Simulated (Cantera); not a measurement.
Feed: 1 mol SiCl4, 0.75 mol HCl, 18 mol H2, equilibrated at 1.60 bar.

Cantera equilibrium calculation (NASA polynomials, part measured and part estimated; ideal gas, pure solids and liquids). Candidate condensed phases: Si; 19 gas species. The tables' values for SiCl3 are old estimates; treat these amounts as uncertain. The numbers say what is thermodynamically allowed, not how fast it happens. All values below are at 1298 K.

Base state: H2 0.882, HCl 0.0677, SiCl4 0.0257, SiHCl3 0.0151, SiCl3 0.00418, SiCl2 0.00405, SiH2Cl2 0.00125, SiH3Cl 2.91e-5 (mole fractions); condensed: gas only.

Question: What changes in the equilibrium state with this change: HCl from 0.75 to 1.4 mol?

Answer: 
```csv
species,before,after
H2,0.882,0.860
HCl,0.0677,0.0910
SiCl4,0.0257,0.0294
SiHCl3,0.0151,0.0126
SiH3Cl,2.91e-5,1.28e-5
SiH2Cl2,0.00125,0.000755
SiCl2,0.00405,0.00251
SiCl3,0.00418,0.00352
```
